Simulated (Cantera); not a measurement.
## Moist CO burnout

A perfectly stirred reactor is fed with CO : O₂ : H₂O : N₂ = 0.025 : 0.045 : 0.0021 : 1 (molar parts), equivalence ratio 0.28, at 3750 Torr; it is held at 1148 K, and followed from long to short residence time.

Model: GRI-Mech 3.0 (53 species, 325 reactions), integrated in Cantera.

| τ (s) | x CO | x O₂ | x H₂O | x NO | x H | x OH |
|---|---|---|---|---|---|---|
| 0.70 | 0.00414 | 0.0327 | 0.00197 | 2.03e-7 | 3.74e-8 | 4.00e-7 |
| 0.32 | 0.00695 | 0.0340 | 0.00197 | 1.15e-7 | 6.39e-8 | 4.28e-7 |
| 0.15 | 0.0106 | 0.0358 | 0.00196 | 5.48e-8 | 9.63e-8 | 4.46e-7 |
| 0.066 | 0.0151 | 0.0380 | 0.00195 | 1.92e-8 | 1.30e-7 | 4.53e-7 |
| 0.030 | 0.0187 | 0.0397 | 0.00195 | 5.55e-9 | 1.50e-7 | 4.42e-7 |
| 0.014 | 0.0210 | 0.0408 | 0.00195 | 1.41e-9 | 1.53e-7 | 4.14e-7 |
| 0.0063 | 0.0223 | 0.0415 | 0.00195 | 2.96e-10 | 1.40e-7 | 3.60e-7 |
| 0.0029 | 0.0229 | 0.0418 | 0.00195 | 5.62e-11 | 1.11e-7 | 2.78e-7 |
| 0.0013 | 0.0232 | 0.0419 | 0.00196 | 5.82e-12 | 5.60e-8 | 1.38e-7 |
x: mole fraction; the columns are a selection and need not sum to one.
